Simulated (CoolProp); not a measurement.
Vapour pressure (MPa) of CH2F2 (R32): the reference equation beside estimates from Tc = 78.1 °C, pc = 5.783 MPa, ω = 0.277. Clausius-Clapeyron is anchored at -73.35 °C with a constant enthalpy of vaporisation of 21.03 kJ/mol.

Model: reference Helmholtz-energy equation of state, Tillner-Roth 1997, in CoolProp.

```tsv
T (°C)	reference	Lee-Kesler	Clausius-Clapeyron	van der Waals	Redlich-Kwong	Soave-Redlich-Kwong	Peng-Robinson
-98.75	0.004264	0.003683	0.004615	0.1532	0.01184	0.003791	0.004113
-92.45	0.007284	0.006423	0.007652	0.1944	0.01921	0.006588	0.007052
-86.05	0.01203	0.01081	0.01235	0.2437	0.03012	0.01105	0.01169
-79.65	0.01911	0.01749	0.01931	0.3013	0.04548	0.01781	0.01864
-73.35	0.02917	0.02711	0.02917	0.3666	0.06607	0.02751	0.02853
-66.95	0.04346	0.04100	0.04320	0.4423	0.09379	0.04146	0.04264
-60.65	0.06264	0.05987	0.06215	0.5268	0.1291	0.06035	0.06164
-54.25	0.08860	0.08567	0.08802	0.6231	0.1744	0.08612	0.08743
-47.95	0.1219	0.1191	0.1216	0.7290	0.2299	0.1195	0.1206
-41.55	0.1653	0.1629	0.1659	0.8482	0.2988	0.1631	0.1639
-35.15	0.2199	0.2184	0.2225	0.9797	0.3818	0.2184	0.2186
-28.85	0.2867	0.2863	0.2926	1.122	0.4788	0.2862	0.2855
-22.45	0.3695	0.3710	0.3812	1.279	0.5944	0.3707	0.3687
-16.15	0.4681	0.4717	0.4881	1.447	0.7266	0.4715	0.4679
```

Absolute difference from the reference over all 14 rows, mean and median: Lee-Kesler 5.0 and 3.9 %, Clausius-Clapeyron 2.2 and 1.1 %, van der Waals 1063.3 and 672.1 %, Redlich-Kwong 107.2 and 101.5 %, Soave-Redlich-Kwong 4.1 and 3.2 %, Peng-Robinson 1.6 and 1.5 %.
